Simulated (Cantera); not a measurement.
Mixture: CH₄ : C₂H₆ : O₂ : N₂ = 1 : 0.053 : 3.97 : 13.1 (molar parts), equivalence ratio 0.55, at 9.87 atm, adiabatic and at constant volume. Ignition delay is the time to a rise of 400 K.

Detailed kinetics in Cantera: GRI-Mech 3.0 (53 species, 325 reactions).

**Question.** Predict: delay at 1250 K; delay at 1400 K; delay at 1550 K; delay at 1700 K; delay at 1850 K; apparent activation energy between 1775 and 1925 K.

**Answer.** 
```
Property                                                Result
--------------------------------------------------  ----------
delay at 1250 K                                       0.740 ms
delay at 1400 K                                       0.156 ms
delay at 1550 K                                        40.3 µs
delay at 1700 K                                        12.8 µs
delay at 1850 K                                        5.11 µs
apparent activation energy between 1775 and 1925 K  150 kJ/mol
```
